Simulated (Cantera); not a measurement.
Charge: 1 mol BF3, a varied amount of H2O, 22 mol N2, 1.6 mol O2, at 1150 K and 8100 Pa.

Method: chemical equilibrium by Gibbs-energy minimisation in Cantera with the NASA 1993 tables (ideal gas, pure condensed phases). Candidate condensed phases: B, BN, B2O3, B3O3H3, H2O; 62 gas species. Gases not in the tables: H3BO3. The numbers say what is thermodynamically allowed, not how fast it happens.

Problem. At 1.9 mol H2O, list the 7 most abundant gas species with their mole fractions, and the condensed phases.

Solution. N2 0.822, O2 0.0598, HF 0.0525, H2O 0.0445, BF3 0.0173, B3O3F3 0.00216, BOF 0.00126. Condensed: B2O3(l).
